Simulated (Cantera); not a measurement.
A freely propagating, adiabatic, planar premixed flame of 10.4 % CH4, 18.8 % O2, 70.8 % N2, equivalence ratio 1.1, unburnt at 625 K and 1430 Torr; mixture-averaged transport, grid criteria slope 0.08 and curve 0.16, no radiation.

Computed with Cantera and GRI-Mech 3.0 (53 species, 325 reactions). Burning velocities carry a grid error of a few per cent, more on coarse grids.

Q: Predict: laminar burning velocity; thermal thickness; peak x(CH2); peak x(CH2CO); peak x(HO2); peak x(H2).

A: 
* **laminar burning velocity**: 117 cm/s
* **thermal thickness**: 0.192 mm
* **peak x(CH2)**: 8.31e-5
* **peak x(CH2CO)**: 0.000208
* **peak x(HO2)**: 0.000193
* **peak x(H2)**: 0.0280
